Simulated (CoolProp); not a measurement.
Vapour-liquid equilibrium of trans-2-butene (1) + methanol (2) at 1.2 MPa; x and y are mole fractions of (1).

Model: multi-fluid Helmholtz-energy mixture model, Lemmon 2005 and de Reuck 1993; pair parameters Bell 2016, in CoolProp.

```json
[
 {"x": "0.05", "bubble temperature, mixture model (K)": "400.6", "bubble temperature, Raoult's law (K)": "413.5", "y, mixture model": "0.336", "y, Raoult's law": "0.130"},
 {"x": "0.15", "bubble temperature, mixture model (K)": "376.4", "bubble temperature, Raoult's law (K)": "406.6", "y, mixture model": "0.673", "y, Raoult's law": "0.348"},
 {"x": "0.25", "bubble temperature, mixture model (K)": "366.1", "bubble temperature, Raoult's law (K)": "400.0", "y, mixture model": "0.767", "y, Raoult's law": "0.517"},
 {"x": "0.35", "bubble temperature, mixture model (K)": "363.2", "bubble temperature, Raoult's law (K)": "393.7", "y, mixture model": "0.790", "y, Raoult's law": "0.647"},
 {"x": "0.45", "bubble temperature, mixture model (K)": "362.7", "bubble temperature, Raoult's law (K)": "387.8", "y, mixture model": "0.794", "y, Raoult's law": "0.748"},
 {"x": "0.55", "bubble temperature, mixture model (K)": "362.6", "bubble temperature, Raoult's law (K)": "382.3", "y, mixture model": "0.795", "y, Raoult's law": "0.824"},
 {"x": "0.65", "bubble temperature, mixture model (K)": "362.1", "bubble temperature, Raoult's law (K)": "377.2", "y, mixture model": "0.803", "y, Raoult's law": "0.883"},
 {"x": "0.75", "bubble temperature, mixture model (K)": "361.3", "bubble temperature, Raoult's law (K)": "372.4", "y, mixture model": "0.822", "y, Raoult's law": "0.928"},
 {"x": "0.85", "bubble temperature, mixture model (K)": "360.7", "bubble temperature, Raoult's law (K)": "368.0", "y, mixture model": "0.863", "y, Raoult's law": "0.963"},
 {"x": "0.95", "bubble temperature, mixture model (K)": "361.0", "bubble temperature, Raoult's law (K)": "363.9", "y, mixture model": "0.939", "y, Raoult's law": "0.989"}
]
```

The largest gap from Raoult's law is -33.9 K in bubble temperature, at x = 0.25. y crosses x between x = 0.85 and 0.95: the model has an azeotrope there.

Pair parameters are fitted to limited data, so mixtures are less certain than the pure fluids. With so large a gap from Raoult's law the liquid may split in two, which this calculation doesn't test in full.
